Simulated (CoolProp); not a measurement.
A simple Rankine cycle with ethanol: condensing at 324.15 K, boiler at 0.344 MPa, turbine inlet 391.2 K, turbine efficiency 0.65, pump efficiency 0.8, no recuperator. Each further row changes one setting.

The numbers come from the reference Helmholtz-energy equation of state, Schroeder 2014 in CoolProp.

```json
[
 {"case": "as stated", "thermal efficiency (%)": "9.5", "net work (kJ/kg)": "___", "heat in (kJ/kg)": "978", "turbine exit temperature (K)": "324.1", "volume ratio over the turbine": "9.71"},
 {"case": "turbine inlet 411.2 K", "thermal efficiency (%)": "___", "net work (kJ/kg)": "98.2", "heat in (kJ/kg)": "1020", "turbine exit temperature (K)": "343.4", "volume ratio over the turbine": "9.71"},
 {"case": "condensing temperature 316.15 K", "thermal efficiency (%)": "10.7", "net work (kJ/kg)": "107", "heat in (kJ/kg)": "999", "turbine exit temperature (K)": "316.2", "volume ratio over the turbine": "14.0"},
 {"case": "boiler pressure 0.241 MPa", "thermal efficiency (%)": "8.3", "net work (kJ/kg)": "81.4", "heat in (kJ/kg)": "986", "turbine exit temperature (K)": "333.6", "volume ratio over the turbine": "6.90"},
 {"case": "turbine efficiency 0.55", "thermal efficiency (%)": "8.1", "net work (kJ/kg)": "78.8", "heat in (kJ/kg)": "978", "turbine exit temperature (K)": "___", "volume ratio over the turbine": "9.97"}
]
```

Problem. Complete the blanks.

Solution. 
- as stated, net work (kJ/kg): 93.2
- turbine inlet 411.2 K, thermal efficiency (%): 9.6
- turbine efficiency 0.55, turbine exit temperature (K): 330.5

The expansion ends wet for: as stated; condensing temperature 316.15 K.
